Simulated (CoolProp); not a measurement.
Saturation properties of decamethyltetrasiloxane (MD2M).

Values from CoolProp's reference Helmholtz-energy equation of state, Thol 2017.

| T (°C) | p (bar) | vapour density (kg/m³) | enthalpy of vaporisation (kJ/kg) | liquid cp (kJ/(kg K)) |
|---|---|---|---|---|
| 65.55 | 0.008153 | 0.09009 | 175.1 | 1.824 |
| 74.15 | 0.01311 | 0.1414 | 172.0 | 1.844 |
| 82.75 | 0.02045 | 0.2155 | 169.0 | 1.865 |
| 91.35 | 0.03103 | 0.3197 | 166.1 | 1.885 |
| 99.85 | 0.04570 | 0.4608 | 163.1 | 1.904 |
| 108.45 | 0.06603 | 0.6524 | 160.2 | 1.924 |
| 117.05 | 0.09337 | 0.9047 | 157.3 | 1.943 |
| 125.65 | 0.1294 | 1.231 | 154.3 | 1.962 |
| 134.15 | 0.1756 | 1.642 | 151.4 | 1.981 |
| 142.75 | 0.2350 | 2.163 | 148.5 | 2.000 |
| 151.35 | 0.3096 | 2.809 | 145.5 | 2.019 |

It boils at 194.4 °C under 1 atm.
